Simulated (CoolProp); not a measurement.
Vapour-liquid equilibrium of ethane (1) + hydrogen sulfide (2) at 4.92 bar; x and y are mole fractions of (1).

The numbers come from the multi-fluid Helmholtz-energy mixture model, Bücker 2006 and Lemmon 2006; pair parameters Kunz 2012 in CoolProp.

| x | bubble temperature (K) | y at the bubble point | dew temperature at overall composition x (K) | liquid density (mol/L) |
|---|---|---|---|---|
| 0.05 | 239.5 | 0.340 | 248.8 | 25.46 |
| 0.15 | 228.8 | 0.596 | 245.8 | 24.32 |
| 0.25 | 224.8 | 0.675 | 242.6 | 23.02 |
| 0.35 | 223.1 | 0.708 | 239.1 | 21.79 |
| 0.45 | 222.2 | 0.729 | 235.3 | 20.68 |
| 0.55 | 221.5 | 0.750 | 231.0 | 19.71 |
| 0.65 | 220.8 | 0.776 | 226.1 | 18.85 |
| 0.75 | 220.2 | 0.813 | 221.5 | 18.09 |
| 0.85 | 219.8 | 0.866 | 219.9 | 17.41 |
| 0.95 | 219.8 | 0.946 | 219.8 | 16.80 |

y crosses x between x = 0.85 and 0.95: the model has an azeotrope there.

Pair parameters are fitted to limited data, so mixtures are less certain than the pure fluids. With so large a gap from Raoult's law the liquid may split in two, which this calculation doesn't test in full.
